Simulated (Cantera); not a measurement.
**Thermodynamics of silicon oxide and oxynitride deposition, feed SiF4 + O2**

Feed: 1 mol SiF4, 11 mol O2, held at 91.0 mbar.

Equilibrium computed with Cantera from the NASA thermochemical tables; the gas is ideal and each condensed phase is pure. Candidate condensed phases: Si, SiO2; 17 gas species. The tables' values for SiF3, SiO2 are old estimates; treat these amounts as uncertain. The tables hold silica as quartz up to 1696 K and as liquid above; real silica turns to tridymite and cristobalite and melts near 1996 K. Equilibrium is a limit: real reactors are often held back by kinetics, nucleation or transport.

From 327 °C to 1527 °C nothing is condensed. At 1677 °C the condensed part is SiO2(condensed). At 1827 °C the condensed part is SiO2(l). The main Si-bearing gas is SiF4 throughout.

| T (°C) | log p O2 | log p SiF4 | log p O | log p F | log p SiF3 | log p SiO2 | n SiO2(condensed) | n SiO2(l) |
|---|---|---|---|---|---|---|---|---|
| 327 | -1.08 | -2.12 | <-13 | <-13 | <-13 | <-13 | 0 | 0 |
| 477 | -1.08 | -2.12 | <-13 | <-13 | <-13 | <-13 | 0 | 0 |
| 627 | -1.08 | -2.12 | -11.81 | -12.21 | <-13 | <-13 | 0 | 0 |
| 777 | -1.08 | -2.12 | -9.71 | -10.84 | <-13 | <-13 | 0 | 0 |
| 927 | -1.08 | -2.12 | -8.14 | -9.22 | -11.01 | <-13 | 0 | 0 |
| 1077 | -1.08 | -2.12 | -6.91 | -7.96 | -9.33 | <-13 | 0 | 0 |
| 1227 | -1.08 | -2.12 | -5.93 | -6.94 | -7.98 | -11.67 | 0 | 0 |
| 1377 | -1.08 | -2.12 | -5.13 | -6.11 | -6.88 | -9.80 | 0 | 0 |
| 1527 | -1.08 | -2.12 | -4.45 | -5.42 | -5.98 | -8.26 | 0 | 0 |
| 1677 | -1.08 | -2.12 | -3.89 | -4.82 | -5.21 | -6.98 | 0.000277 | 0 |
| 1827 | -1.08 | -2.12 | -3.40 | -4.31 | -4.56 | -5.88 | 0 | 0.000440 |
log p: log10 of the partial pressure in bar; n: condensed amount in mol.
